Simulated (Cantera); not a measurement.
Feed: 1 mol Al2O3, 0.53 mol Cl2, 0.48 mol O2, equilibrated at 0.800 bar.

Cantera equilibrium calculation (NASA polynomials, part measured and part estimated; ideal gas, pure solids and liquids). Candidate condensed phases: Al, AlCl3, Al2O3; 17 gas species. Rates play no part.

Over these rows the condensed part is Al2O3(s). Partial pressures as log10 of bar:

```json
[
 {"T (K)": "1100", "1000/T (1/K)": "0.9091", "log p AlCl3": "-6.75", "log p Cl2": "-0.38", "log p O2": "-0.42"},
 {"T (K)": "1175", "1000/T (1/K)": "0.8511", "log p AlCl3": "-6.00", "log p Cl2": "-0.38", "log p O2": "-0.42"},
 {"T (K)": "1250", "1000/T (1/K)": "0.8000", "log p AlCl3": "-5.35", "log p Cl2": "-0.38", "log p O2": "-0.42"},
 {"T (K)": "1325", "1000/T (1/K)": "0.7547", "log p AlCl3": "-4.77", "log p Cl2": "-0.38", "log p O2": "-0.42"},
 {"T (K)": "1400", "1000/T (1/K)": "0.7143", "log p AlCl3": "?", "log p Cl2": "-0.39", "log p O2": "-0.43"},
 {"T (K)": "1475", "1000/T (1/K)": "0.6780", "log p AlCl3": "-3.81", "log p Cl2": "-0.40", "log p O2": "-0.43"}
]
```

Q: Fit log p(AlCl3) = a + b·(1000/T) to the five rows, give the apparent enthalpy, and predict the row at 1400 K.

A: Means: 1000/T = 0.7986, log p = -5.336. Sxy = -0.400010, Sxx = 0.0314400, so b = -12.72 and a = -5.336 − (-12.72)×0.7986 = 4.82.
Apparent enthalpy: −19.145 × (-12.72) = 244 kJ/mol. With the condensed phases at unit activity, 1/2 Al2O3(s) + 3/2 Cl2(g) = AlCl3(g) + 3/4 O2(g) links this pressure to the main gases: over the six rows their terms move log p by -0.02 in all, so the slope is close to that reaction's ΔH°. The five rows lie within 0.01 of the line.
Prediction at 1400 K: 4.82 + (-12.72)×0.7143 = -4.27. The computed value is -4.26, 0.01 from the line.
